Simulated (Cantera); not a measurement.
A closed system holds: 1 mol Zr, 5 mol NH3, 3.2 mol N2, equilibrated at 5.40 Pa.

These are equilibrium values from Cantera (NASA tables, ideal gas, pure condensed phases), not measurements of a reactor. Candidate condensed phases: Zr, ZrN; 11 gas species. ZrN: taken at fixed stoichiometry. Kinetics and transport are ignored.

x: gas mole fraction; n: condensed amount in mol.

| T (K) | x H | x H2 | x N2 | x Zr | x N | x NH | n ZrN(s) |
|---|---|---|---|---|---|---|---|
| 1875 | 0.0655 | 0.538 | 0.396 | 3.69e-9 | ___ | 5.78e-10 | 1.00 |
| 1950 | 0.111 | 0.503 | 0.387 | 3.99e-8 | ___ | 1.33e-9 | 1.000 |
| 2025 | 0.176 | 0.451 | 0.373 | 3.63e-7 | ___ | 2.80e-9 | 1.000 |
| 2100 | 0.262 | 0.382 | 0.356 | 2.84e-6 | ___ | 5.37e-9 | 1.000 |
| 2175 | 0.364 | 0.301 | 0.335 | 1.94e-5 | ___ | 9.36e-9 | 1.000 |
| 2250 | 0.470 | 0.216 | 0.313 | 0.000117 | ___ | 1.48e-8 | 0.998 |
| 2325 | 0.564 | 0.142 | 0.294 | 0.000624 | ___ | 2.15e-8 | 0.989 |
| 2400 | 0.632 | 0.0853 | 0.280 | 0.00299 | ___ | 2.90e-8 | 0.944 |
| 2475 | 0.668 | 0.0476 | 0.271 | 0.0129 | ___ | 3.67e-8 | 0.746 |
| 2550 | 0.660 | 0.0241 | 0.269 | 0.0472 | ___ | 4.34e-8 | 0 |
| 2625 | 0.673 | 0.0136 | 0.266 | 0.0467 | ___ | 5.25e-8 | 0 |

What belongs in the gaps?


- 1875, x N: 1.13e-8
- 1950, x N: 3.64e-8
- 2025, x N: 1.07e-7
- 2100, x N: 2.90e-7
- 2175, x N: 7.26e-7
- 2250, x N: 1.70e-6
- 2325, x N: 3.78e-6
- 2400, x N: 8.02e-6
- 2475, x N: 1.64e-5
- 2550, x N: 3.25e-5
- 2625, x N: 6.18e-5
